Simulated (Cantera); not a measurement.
Charge: 1 mol NaOH, 2.2 mol H2, 0.099 mol O2, equilibrated at 20.3 Torr.

Method: chemical equilibrium by Gibbs-energy minimisation in Cantera with the NASA 1993 tables (ideal gas, pure condensed phases). Candidate condensed phases: H2O, Na, NaOH, NaO2, Na2O, Na2O2; 16 gas species. The numbers say what is thermodynamically allowed, not how fast it happens.

x: gas mole fraction; n: condensed amount in mol.

| T (K) | x H2 | x H2O | x Na | x NaOH | x Na2(OH)2 | n NaOH(l) |
|---|---|---|---|---|---|---|
| 773 | 0.910 | 0.0900 | 1.05e-6 | 1.30e-6 | 8.79e-8 | 1.000 |
| 873 | 0.910 | 0.0901 | 0.000107 | 4.69e-5 | 2.40e-6 | 1.000 |
| 973 | 0.902 | 0.0932 | ___ | ___ | ___ | 0.990 |
| 1073 | ___ | ___ | ___ | ___ | ___ | ___ |
| 1173 | 0.496 | 0.258 | 0.199 | 0.0461 | 0.00112 | 0.168 |
| 1273 | 0.435 | 0.289 | 0.234 | 0.0415 | 0.000160 | 0 |
| 1373 | 0.428 | 0.298 | 0.243 | 0.0309 | 2.00e-5 | 0 |

Q: Some entries are withheld; supply them.

A: 
- 973, x Na: 0.00382
- 973, x NaOH: 0.000775
- 973, x Na2(OH)2: 3.05e-5
- 1073, x H2: 0.815
- 1073, x H2O: 0.130
- 1073, x Na: 0.0472
- 1073, x NaOH: 0.00733
- 1073, x Na2(OH)2: 0.000225
- 1073, n NaOH(l): 0.869
